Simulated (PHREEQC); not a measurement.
Consider water at 20 °C with 0.088 mol/kgw TMAH, 0.48 mol/kgw K2SO4 and 0.13 mol/kgw CuSO4. Closed to the air; pH follows from the charge balance.

The numbers come from PHREEQC with the ion-association model, wateq4f.dat.

Precipitation was switched off in this run.

Problem. Estimate the pH.

Solution. pH 6.91.

Problem. In which forms is S present?

Solution. SO4-2 60 %, KSO4- 36 %, CuSO4 4.3 % of the S.

Saturation is exceeded, for instance for Brochantite, Antlerite; the values hold only as long as no solid forms. Ionic strength above about 0.7 mol/kgw puts this run outside the model's range. Species that the database lacks are ignored. (CH3)4N+ isn't in the database: it is added as a free cation with an ion size of 4 Å.
